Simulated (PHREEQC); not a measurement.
NaOH is added in steps, without added water, to 1 kg of water holding 0.15 mol/kgw NH4Cl and 0.035 mol/kgw NaF, at 25 °C. Oxygen is held at 0.21 atm. The system is closed to CO2. Solids allowed: Halite. Others were left out.

Base run: PHREEQC, ion-association model, wateq4f.dat. Each further column changes one thing. The table gives NaF (mol/kgw).

```tsv
NaOH added (mol)	base	database phreeqc.dat	Davies equation for every ion	all activity coefficients set to 1
0	0.000353	0.000354	0.000371	0.000677
0.01	0.000453	0.000455	0.000476	0.000867
0.03	0.000650	0.000653	0.000684	0.00124
0.04	0.000748	0.000751	0.000787	0.00142
0.06	0.000941	0.000946	0.000990	0.00178
0.07	0.00104	0.00104	0.00109	0.00195
0.09	0.00123	0.00123	0.00129	0.00230
0.1	0.00132	0.00133	0.00139	0.00247
0.12	0.00151	0.00152	0.00158	0.00281
0.13	0.00160	0.00161	0.00168	0.00297
0.15	0.00178	0.00179	0.00187	0.00330
0.16	0.00185	0.00186	0.00195	0.00346
```

 phreeqc.dat and wateq4f.dat share most of their constants, so their agreement is no independent check.
